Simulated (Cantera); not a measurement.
# Adiabatic ignition

An adiabatic, constant-pressure homogeneous reactor starts with 16.2 % H2, 17.6 % O2, 66.2 % N2, equivalence ratio 0.46, at 1225 K and 1.01 bar.

Cantera simulation using the H2/O2 subset of GRI-Mech 3.0, which has no nitrogen chemistry; the numbers are that mechanism's predictions, not measurements.

| t (s) | T (K) | x H2 | x O2 | x H2O2 | x O | x HO2 |
|---|---|---|---|---|---|---|
| 6.00e-6 | 1225 | 0.162 | 0.176 | 8.35e-11 | 1.28e-8 | 2.63e-8 |
| 1.57e-5 | 1225 | 0.162 | 0.176 | 1.84e-9 | 6.51e-7 | 5.10e-7 |
| 4.09e-5 | 1374 | 0.0766 | 0.136 | 4.95e-6 | 0.0115 | 6.92e-5 |
| 0.000107 | 2114 | 0.00764 | 0.0975 | 3.28e-7 | 0.0114 | 1.26e-5 |
| 0.000278 | 2282 | 0.00233 | 0.100 | 2.11e-7 | 0.00332 | 6.24e-6 |
| 0.000727 | 2316 | 0.00124 | 0.101 | 2.49e-7 | 0.00177 | 6.45e-6 |
| 0.00190 | 2317 | 0.00122 | 0.101 | 2.51e-7 | 0.00174 | 6.47e-6 |
| 0.00495 | 2317 | 0.00122 | 0.101 | 2.51e-7 | 0.00174 | 6.47e-6 |
| 0.0129 | 2317 | 0.00122 | 0.101 | 2.51e-7 | 0.00174 | 6.47e-6 |
| 0.0337 | 2317 | 0.00122 | 0.101 | 2.51e-7 | 0.00174 | 6.47e-6 |
| 0.0881 | 2317 | 0.00122 | 0.101 | 2.51e-7 | 0.00174 | 6.47e-6 |
| 0.230 | 2317 | 0.00122 | 0.101 | 2.51e-7 | 0.00174 | 6.47e-6 |
| 0.600 | 2317 | 0.00122 | 0.101 | 2.51e-7 | 0.00174 | 6.47e-6 |
x: mole fraction; the columns are a selection and need not sum to one.

- time of steepest temperature rise: 42.2 µs
- temperature at 0.600 s: 2317 K
- equilibrium temperature: 2317 K
- x(H2) at 0.600 s: 0.00122 (gas-phase equilibrium 0.00122)
- x(O2) at 0.600 s: 0.101 (gas-phase equilibrium 0.101)
- x(H2O2) at 0.600 s: 2.51e-7 (gas-phase equilibrium 2.51e-7)
